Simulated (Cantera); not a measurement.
Feed: 1 mol SiH4, 16 mol N2, 0.34 mol H2, 0.78 mol NH3, at 727 °C and 8500 Pa.

These are equilibrium values from Cantera (NASA tables, ideal gas, pure condensed phases), not measurements of a reactor. Candidate condensed phases: Si, Si3N4; 18 gas species. The numbers say what is thermodynamically allowed, not how fast it happens.

Base state: N2 0.818, H2 0.182 (mole fractions); condensed: Si3N4(s).

**Question.** What changes in the equilibrium state with this change: SiH4 replaced by SiHCl3?

**Answer.** 
| species | before | after |
|---|---|---|
| N2 | 0.818 | 0.828 |
| HCl | 0 | 0.113 |
| H2 | 0.182 | 0.0481 |
| SiCl4 | 0 | 0.0107 |
| SiHCl3 | 0 | 3.21e-5 |
| Si3N4(s), mol | 0.333 | 0.264 |
Further candidate phases: NH4Cl.
